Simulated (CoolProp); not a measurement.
CH3F (R41) at 302.75 K and 3.34 MPa is throttled through a valve to 1.76 MPa with no heat exchange. Each further row changes one setting.

Values from CoolProp's reference Helmholtz-energy equation of state, Lemmon 2006. It is a short technical equation, of lower accuracy than the large ones.

```
case                       temperature change (K)  final density (kg/m³)
-------------------------  ----------------------  ---------------------
as stated                                     [?]                    [?]
outlet pressure 0.528 MPa                     [?]                    [?]
outlet pressure 2.29 MPa                      [?]                    [?]
```

Q: Complete the blanks.

A: 
- as stated, temperature change (K): -28.6
- as stated, final density (kg/m³): 34.0
- outlet pressure 0.528 MPa, temperature change (K): -60.4
- outlet pressure 0.528 MPa, final density (kg/m³): 9.87
- outlet pressure 2.29 MPa, temperature change (K): -17.9
- outlet pressure 2.29 MPa, final density (kg/m³): 44.9
